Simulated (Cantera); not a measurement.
A perfectly stirred reactor is fed with 3.71 % CH4, 3.49 % H2, 11.5 % O2, 81.3 % N2, at 1280 Torr; it is adiabatic with a 575 K inlet, and is followed from long to short residence time, starting on the burning branch (τ in s: 0.18, 0.088, 0.044, 0.022, 0.011, 0.0055, 0.0028, 0.0014, 0.00069, 0.00035, 0.00017, 8.7e-05).

Model: GRI-Mech 3.0 (53 species, 325 reactions), integrated in Cantera.

x: mole fraction; the columns are a selection and need not sum to one.

```
τ (s)    T (K)     x CH4      x H2    x O2   x H2O     x O      x CO
-------  -----  --------  --------  ------  ------  ------  --------
0.18      1681   5.91e-6  0.000114  0.0234   0.111     [?]  0.000189
0.088     1679   9.28e-6  0.000179  0.0235   0.111     [?]  0.000301
0.044     1676   1.44e-5  0.000278  0.0236   0.110     [?]  0.000473
0.022     1671   2.23e-5  0.000429  0.0237   0.110     [?]  0.000741
0.011     1664   3.46e-5  0.000658  0.0240   0.110     [?]   0.00115
0.0055    1653   5.43e-5  0.000995  0.0244   0.109     [?]   0.00177
0.0028    1638   8.53e-5   0.00146  0.0250   0.108     [?]   0.00267
0.0014    1617  0.000140   0.00211  0.0260   0.107     [?]   0.00401
0.00069   1585  0.000244   0.00301  0.0276   0.105     [?]   0.00607
0.00035   1541  0.000468   0.00422  0.0303   0.103     [?]   0.00916
0.00017    575    0.0371    0.0349   0.115  <1e-12  <1e-12    <1e-12
8.7e-5     575    0.0371    0.0349   0.115  <1e-12  <1e-12    <1e-12
```

Problem. What belongs in the gaps?

Solution. 
- 0.18, x O: 4.33e-5
- 0.088, x O: 6.77e-5
- 0.044, x O: 0.000105
- 0.022, x O: 0.000161
- 0.011, x O: 0.000247
- 0.0055, x O: 0.000372
- 0.0028, x O: 0.000543
- 0.0014, x O: 0.000772
- 0.00069, x O: 0.00104
- 0.00035, x O: 0.00124
